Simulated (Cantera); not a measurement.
An adiabatic, constant-pressure homogeneous reactor starts with CO : H2 : O2 : N2 = 1 : 0.31 : 0.595 : 3.63 (molar parts), equivalence ratio 1.1, at 1123 K and 10.0 bar. Integrator tolerance rtol = 1e-08.

Detailed kinetics in Cantera: GRI-Mech 3.0 (53 species, 325 reactions). The hydrogen kinetics of GRI-Mech 3.0 are dated; newer H2 mechanisms differ, most at raised pressure.

What does this change do: H2 0.31 to 0.81 parts?


```tsv
quantity	before	after
time of steepest temperature rise	0.237 ms	0.216 ms
temperature at 0.200 s	2591 K	2545 K
equilibrium temperature	2591 K	2545 K
x(CO) at 0.200 s	0.0395 (gas-phase equilibrium 0.0395)	0.0941 (gas-phase equilibrium 0.0941)
x(H2) at 0.200 s	0.00221 (gas-phase equilibrium 0.00221)	0.0210 (gas-phase equilibrium 0.0210)
x(O2) at 0.200 s	0.00574 (gas-phase equilibrium 0.00574)	0.000198 (gas-phase equilibrium 0.000198)
x(N2O) at 0.200 s	7.20e-7 (gas-phase equilibrium 7.20e-7)	1.14e-7 (gas-phase equilibrium 1.14e-7)
x(H2O) at 0.200 s	0.0580 (gas-phase equilibrium 0.0580)	0.126 (gas-phase equilibrium 0.126)
```
